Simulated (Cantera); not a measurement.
## Low-pressure radical oxidation in H2/O2

A perfectly stirred reactor is fed with 28.1 % H₂, 71.9 % O₂, at 0.0240 bar; it is held at 1223 K, and followed from long to short residence time.

Detailed kinetics in Cantera: GRI-Mech 3.0 (53 species, 325 reactions). Radical loss at walls, strong at low pressure, is not modelled. The temperature is held fixed by assumption; the heat of reaction is taken as removed at once.

| τ (s) | x H₂ | x O₂ | x H₂O | x O | x H₂O₂ | x HO₂ | x H |
|---|---|---|---|---|---|---|---|
| 6.1 | 0.000181 | 0.673 | 0.325 | 0.000405 | 2.95e-7 | 3.21e-6 | 3.69e-5 |
| 1.6 | 0.000435 | 0.672 | 0.325 | 0.000995 | 4.57e-7 | 6.07e-6 | 0.000142 |
| 0.44 | 0.000999 | 0.671 | 0.323 | 0.00235 | 6.58e-7 | 9.99e-6 | 0.000515 |
| 0.12 | 0.00227 | 0.667 | 0.319 | 0.00549 | 8.80e-7 | 1.44e-5 | 0.00187 |
| 0.032 | 0.00510 | 0.660 | 0.310 | 0.0126 | 1.06e-6 | 1.82e-5 | 0.00672 |
| 0.0086 | 0.0109 | 0.643 | 0.288 | 0.0271 | 1.09e-6 | 1.99e-5 | 0.0220 |
| 0.0023 | 0.0212 | 0.617 | 0.245 | 0.0482 | 9.71e-7 | 1.87e-5 | 0.0556 |
x: mole fraction; the columns are a selection and need not sum to one.
